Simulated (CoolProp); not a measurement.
n-pentane at several states: density (kg/m³) from the reference equation and from simpler models built on Tc = 469.7 K, pc = 3.368 MPa, ω = 0.251; each cubic takes its own stable root.

Computed with CoolProp (reference Helmholtz-energy equation of state, Thol 2019).

| T (K) | p (MPa) | phase | reference | Redlich-Kwong | Soave-Redlich-Kwong | Peng-Robinson |
|---|---|---|---|---|---|---|
| 338.6 | 0.695 | liquid | 579.4 | 504.5 | 525.6 | 595.2 |
| 193 | 14.1 | liquid | 726.5 | 645.2 | 651.4 | 729.4 |
| 164.3 | 9.59 | liquid | 749.0 | 659.1 | 663.5 | 742.5 |
| 424.7 | 0.122 | gas | 2.538 | 2.535 | 2.537 | 2.541 |
